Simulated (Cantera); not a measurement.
An isothermal, constant-pressure homogeneous reactor starts with CH4 : H2O = 1 : 2.8 (molar parts), at 1600 K and 1000000 Pa. Integrator tolerance rtol = 1e-08.

Model: GRI-Mech 3.0 (53 species, 325 reactions), integrated in Cantera.

Question: What does this change do: pressure from 1000000 Pa to 140000 Pa?

Answer: 
| quantity | before | after |
|---|---|---|
| x(CH4) at 3.00 s | 0.0328 (gas-phase equilibrium 1.15e-5) | 0.0201 (gas-phase equilibrium 2.26e-7) |
| x(H2O) at 3.00 s | 0.339 (gas-phase equilibrium 0.285) | 0.344 (gas-phase equilibrium 0.285) |
| x(HCO) at 3.00 s | 1.59e-8 (gas-phase equilibrium 2.07e-8) | 5.79e-9 (gas-phase equilibrium 7.76e-9) |
| x(H2) at 3.00 s | 0.478 (gas-phase equilibrium 0.543) | 0.484 (gas-phase equilibrium 0.543) |
| x(CH2CO) at 3.00 s | 6.67e-7 (gas-phase equilibrium 1.24e-10) | 4.07e-6 (gas-phase equilibrium 2.43e-12) |
| x(HO2) at 3.00 s | <1e-12 (gas-phase equilibrium <1e-12) | <1e-12 (gas-phase equilibrium <1e-12) |
| x(O2) at 3.00 s | 2.14e-12 (gas-phase equilibrium 1.23e-12) | 1.30e-11 (gas-phase equilibrium 8.76e-12) |
